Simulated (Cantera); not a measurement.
## Hydrocarbon pyrolysis for carbon deposition

A perfectly stirred reactor is fed with CH₄ : H₂ = 1 : 1.5 (molar parts), at 1.01 bar; it is held at 1925 K, and followed from long to short residence time.

Detailed kinetics in Cantera: GRI-Mech 3.0 (53 species, 325 reactions). GRI-Mech 3.0 stops at C3 and has no aromatics, soot or wall deposition, so with more carbon than oxygen in the feed, carbon stays in small species such as C2H2 where larger ones or solid carbon would form.

```json
[
 {"τ (s)": "0.53", "x CH₄": "0.0124", "x H₂": "0.848", "x C₂H₄": "0.00123", "x C₂H₂": "0.137", "x CH₃": "0.000255"},
 {"τ (s)": "0.24", "x CH₄": "0.0167", "x H₂": "0.845", "x C₂H₄": "0.00123", "x C₂H₂": "0.136", "x CH₃": "0.000340"},
 {"τ (s)": "0.11", "x CH₄": "0.0234", "x H₂": "0.841", "x C₂H₄": "0.00123", "x C₂H₂": "0.133", "x CH₃": "0.000473"},
 {"τ (s)": "0.049", "x CH₄": "0.0341", "x H₂": "0.834", "x C₂H₄": "0.00125", "x C₂H₂": "0.129", "x CH₃": "0.000680"},
 {"τ (s)": "0.022", "x CH₄": "0.0500", "x H₂": "0.824", "x C₂H₄": "0.00132", "x C₂H₂": "0.123", "x CH₃": "0.000981"},
 {"τ (s)": "0.010", "x CH₄": "0.0727", "x H₂": "0.809", "x C₂H₄": "0.00151", "x C₂H₂": "0.115", "x CH₃": "0.00140"},
 {"τ (s)": "0.0046", "x CH₄": "0.104", "x H₂": "0.788", "x C₂H₄": "0.00191", "x C₂H₂": "0.103", "x CH₃": "0.00195"},
 {"τ (s)": "0.0021", "x CH₄": "0.146", "x H₂": "0.761", "x C₂H₄": "0.00270", "x C₂H₂": "0.0871", "x CH₃": "0.00267"},
 {"τ (s)": "0.00095", "x CH₄": "0.198", "x H₂": "0.727", "x C₂H₄": "0.00400", "x C₂H₂": "0.0669", "x CH₃": "0.00352"}
]
```
x: mole fraction; the columns are a selection and need not sum to one.
